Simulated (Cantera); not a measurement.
A freely propagating, adiabatic, planar premixed flame of H2 : O2 : N2 = 1 : 0.417 : 1.57 (molar parts), equivalence ratio 1.2, unburnt at 573 K and 10.0 bar; unity-Lewis-number transport, grid criteria slope 0.08 and curve 0.16, no radiation.

Cantera simulation using the H2/O2 subset of GRI-Mech 3.0, which has no nitrogen chemistry; the numbers are that mechanism's predictions, not measurements. The hydrogen kinetics of GRI-Mech 3.0 are dated; newer H2 mechanisms differ, most at raised pressure. Unity Lewis numbers drop preferential diffusion, which matters most where H2 and H carry the flame. Burning velocities carry a grid error of a few per cent, more on coarse grids.

x: mole fraction of selected species; z is measured from the peak of heat release.

```json
[
 {"z (mm)": "-0.0658", "T (K)": "573", "u (m/s)": "4.95", "x H2": "0.335", "x O2": "0.140", "x H2O": "6.06e-6", "x H2O2": "2.00e-8", "x H": "<1e-8", "x HO2": "2.06e-7"},
 {"z (mm)": "-0.0439", "T (K)": "573", "u (m/s)": "4.96", "x H2": "0.335", "x O2": "0.140", "x H2O": "3.83e-5", "x H2O2": "1.26e-7", "x H": "<1e-8", "x HO2": "1.30e-6"},
 {"z (mm)": "-0.0329", "T (K)": "575", "u (m/s)": "4.97", "x H2": "0.335", "x O2": "0.139", "x H2O": "?", "x H2O2": "?", "x H": "<1e-8", "x HO2": "?"},
 {"z (mm)": "-0.0219", "T (K)": "585", "u (m/s)": "5.05", "x H2": "0.334", "x O2": "0.139", "x H2O": "0.00150", "x H2O2": "4.76e-6", "x H": "<1e-8", "x HO2": "5.08e-5"},
 {"z (mm)": "-0.0110", "T (K)": "738", "u (m/s)": "6.31", "x H2": "0.317", "x O2": "0.130", "x H2O": "0.0207", "x H2O2": "4.56e-5", "x H": "3.62e-5", "x HO2": "0.000670"},
 {"z (mm)": "-0.00549", "T (K)": "?", "u (m/s)": "9.27", "x H2": "?", "x O2": "?", "x H2O": "?", "x H2O2": "?", "x H": "?", "x HO2": "?"},
 {"z (mm)": "0", "T (K)": "1586", "u (m/s)": "12.8", "x H2": "0.181", "x O2": "0.0634", "x H2O": "0.164", "x H2O2": "1.36e-5", "x H": "0.0222", "x HO2": "0.000417"},
 {"z (mm)": "0.00549", "T (K)": "1892", "u (m/s)": "14.9", "x H2": "0.112", "x O2": "0.0298", "x H2O": "0.231", "x H2O2": "4.26e-6", "x H": "0.0378", "x HO2": "0.000161"},
 {"z (mm)": "0.0110", "T (K)": "2057", "u (m/s)": "16.0", "x H2": "0.0866", "x O2": "0.0157", "x H2O": "0.259", "x H2O2": "2.90e-6", "x H": "0.0371", "x HO2": "7.31e-5"},
 {"z (mm)": "0.0219", "T (K)": "2223", "u (m/s)": "17.1", "x H2": "0.0759", "x O2": "0.00791", "x H2O": "0.279", "x H2O2": "1.83e-6", "x H": "0.0276", "x HO2": "3.14e-5"},
 {"z (mm)": "0.0439", "T (K)": "2367", "u (m/s)": "18.0", "x H2": "0.0715", "x O2": "0.00429", "x H2O": "0.294", "x H2O2": "1.19e-6", "x H": "0.0175", "x HO2": "1.43e-5"},
 {"z (mm)": "0.0878", "T (K)": "2468", "u (m/s)": "18.6", "x H2": "0.0685", "x O2": "0.00215", "x H2O": "0.305", "x H2O2": "7.54e-7", "x H": "0.0106", "x HO2": "6.00e-6"},
 {"z (mm)": "0.176", "T (K)": "2533", "u (m/s)": "19.0", "x H2": "0.0664", "x O2": "0.000950", "x H2O": "0.313", "x H2O2": "4.19e-7", "x H": "0.00646", "x HO2": "2.15e-6"}
]
```

What belongs in the gaps?


- -0.0329, x H2O: 0.000229
- -0.0329, x H2O2: 7.49e-7
- -0.0329, x HO2: 7.75e-6
- -0.00549, T (K): 1110
- -0.00549, x H2: 0.270
- -0.00549, x O2: 0.106
- -0.00549, x H2O: 0.0738
- -0.00549, x H2O2: 6.77e-5
- -0.00549, x H: 0.00308
- -0.00549, x HO2: 0.000945
